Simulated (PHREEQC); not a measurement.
Make-up at 35 °C: 0.012 mol/kgw CuSO4, 0.22 mol/kgw CaCl2 and 0.0022 mol/kgw HCl. Closed to the air; pH follows from the charge balance.

Computed with PHREEQC (ion-association model, wateq4f.dat).

Precipitation was switched off in this run.

### Question
Order these Cu species by the share of Cu that they hold, largest first: Cu+2, CuCl2, CuSO4, CuCl+.

### Answer
Cu+2 (67 %), CuCl+ (28 %), CuCl2 (2.4 %), CuSO4 (2.1 %)

### Question
Order these S species by the share of S that they hold, largest first: HSO4-, CaSO4, SO4-2, CuSO4, CaHSO4+.

### Answer
CaSO4 (60 %), SO4-2 (35 %), CuSO4 (2.1 %), HSO4- (1.7 %), CaHSO4+ (0.90 %)

The pH is 2.85 and the ionic strength 0.672 mol/kgw. Examples of supersaturated solids here: Gypsum. Others may be too. Species that the database lacks are ignored.
